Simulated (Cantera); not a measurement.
What does this Cantera script print?

```python
import numpy as np
import cantera as ct

gas_names = """
    C CN CO CO2 C2 CCN CNC C2N2 C2O C3 C3O2 C4 C4N2 C5 Fe FeC5O5 FeO N NCO NO NO2 NO3 N2 N2O O O2 O3
""".split()
cond_names = """
    C(gr) Fe(a) Fe(c) Fe(d) Fe(L) FeC5O5(L) FeO(s) FeO(L) Fe2O3(s) Fe3O4(s)
""".split()


def load(file, names, dense=False):
    # The tables refer to 1 bar. Condensed volumes are neglected.
    table = {s.name: s for s in ct.Species.list_from_file(file)}
    out = []
    for n in names:
        d = dict(table[n].input_data)
        d["thermo"] = dict(d["thermo"], **{"reference-pressure": 1e5})
        if dense:
            d["equation-of-state"] = {"model": "constant-volume", "density": "1e6 g/cm^3"}
        out.append(ct.Species.from_dict(d))
    return out


gas = ct.Solution(thermo="ideal-gas", species=load("nasa_gas.yaml", gas_names))
cond = {s.name: ct.Solution(thermo="fixed-stoichiometry", species=[s], name=s.name)
        for s in load("nasa_condensed.yaml", cond_names, dense=True)}
atoms = {
    'Fe(CO)5': {'Fe': 1, 'C': 5, 'O': 5},
    'CO': {'C': 1, 'O': 1},
    'N2': {'N': 2},
}
top_T = {'C(gr)': 4500, 'Fe2O3(s)': 1830, 'Fe3O4(s)': 1870}  # K; cautious upper limits of use, not melting points


def equilibrate(T, P, feed):
    n = {}
    for name, mol in feed.items():
        for a, k in atoms[name].items():
            n[a] = n.get(a, 0.0) + k * mol
    gas.TPX = T, P, n
    mass = sum(n.values()) * gas.mean_molecular_weight
    gas.equilibrate("TP")
    valid = [c for c in cond.values() if c.min_temp <= T <= top_T.get(c.name, c.max_temp)]
    mix = ct.Mixture([(gas, mass / gas.mean_molecular_weight)] + [(c, 0.0) for c in valid])
    mix.T, mix.P = T, P
    mix.equilibrate("TP", solver="vcs", rtol=1e-11, max_steps=5000)
    return mix


results = []
feed = {'Fe(CO)5': 1, 'CO': 3.9, 'N2': 1.1}  # mol
P = 101325  # Pa
for T in [1023, 1073, 1123, 1173, 1223, 1273, 1323, 1373, 1423]:
    mix = equilibrate(T, P, feed)
    results.append((T, P, feed, dict(zip(mix.species_names, mix.species_moles))))

top = {s: max(r[3][s] / sum(r[3][g] for g in gas_names) for r in results) for s in gas_names}
cols = sorted((s for s in top if top[s] > 1e-06), key=lambda s: -top[s])[:5]
seen = [c for c in cond_names if any(r[3].get(c, 0) > 1e-12 for r in results)]
print("log10 of partial pressures in bar; condensed amounts in mol")
print(f"{'T/K':>10s}" + "".join(f"{s[:9]:>10s}" for s in cols + seen))
for T, P, feed, n in results:
    ng = sum(n[g] for g in gas_names)
    print(f"{T:10.4g}" + "".join(f"{np.log10(max(n[s] / ng * P / 1e5, 1e-99)):10.3f}" for s in cols)
          + "".join(f"{n.get(c, 0):10.4g}" for c in seen))
```

Result:

```
log10 of partial pressures in bar; condensed amounts in mol
       T/K        CO       CO2        N2     C(gr)     Fe(a)     Fe(c)    FeO(s)
      1023    -0.158    -0.762    -0.839     2.312         0         0         1
      1073    -0.096    -1.044    -0.916    0.8194         1         0         0
      1123    -0.069    -1.357    -0.934    0.4156         1         0         0
      1173    -0.057    -1.668    -0.944    0.2078         1         0         0
      1223    -0.051    -1.963    -0.948    0.1063         0         1         0
      1273    -0.048    -2.239    -0.950   0.05655         0         1         0
      1323    -0.047    -2.496    -0.952   0.03136         0         1         0
      1373    -0.046    -2.735    -0.952   0.01813         0         1         0
      1423    -0.045    -2.957    -0.952   0.01089         0         1         0
```

Cantera equilibrium calculation (NASA polynomials, part measured and part estimated; ideal gas, pure solids and liquids). Iron dissolves carbon and melts from about 1420 K in contact with it, which pure phases cannot show. The tables' stoichiometric FeO is somewhat more stable than real wüstite, so its field is too wide. FeO: taken at fixed stoichiometry. Condensed phases not in the tables: cementite and carbon dissolved in iron.
